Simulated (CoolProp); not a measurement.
Properties of R236EA at several states.

Values from CoolProp's reference Helmholtz-energy equation of state, Rui 2013.

| T (°C) | p (MPa) | phase | Z | Joule-Thomson coefficient (K/MPa) | expansivity (1/kK) | viscosity (µPa s) | conductivity (mW/(m K)) | fugacity coefficient |
|---|---|---|---|---|---|---|---|---|
| 120.55 | 2.82 | liquid | 0.1299 | 1.440 | 9.167 | 104 | 49.8 | 0.6211 |
| 127.95 | 0.0372 | gas | 0.9958 | ? | 2.531 | 14.8 | 22.2 | 0.9958 |
| -13.15 | 0.141 | liquid | 0.006435 | -0.2770 | 1.847 | 692 | ? | 0.2987 |
| 107.05 | 3.56 | liquid | 0.1525 | 0.5235 | 4.966 | 140 | 55.5 | 0.4175 |
| 92.55 | 4.24 | liquid | 0.1762 | ? | ? | 177 | ? | 0.2827 |
| 105.65 | 0.0195 | gas | 0.9973 | ? | 2.666 | 14.0 | 20.5 | 0.9973 |

Q: Some entries are withheld; supply them.

A: 
- 127.95, Joule-Thomson coefficient (K/MPa): 8.938
- -13.15, conductivity (mW/(m K)): 94.6
- 92.55, Joule-Thomson coefficient (K/MPa): 0.1982
- 92.55, expansivity (1/kK): 3.651
- 92.55, conductivity (mW/(m K)): 60.6
- 105.65, Joule-Thomson coefficient (K/MPa): 10.63

Viscosity comes from a separate model (Huber 2003), an estimate that may be off by 10 % or more. Thermal conductivity comes from a separate model (Huber 2003), an estimate that may be off by 10 % or more.
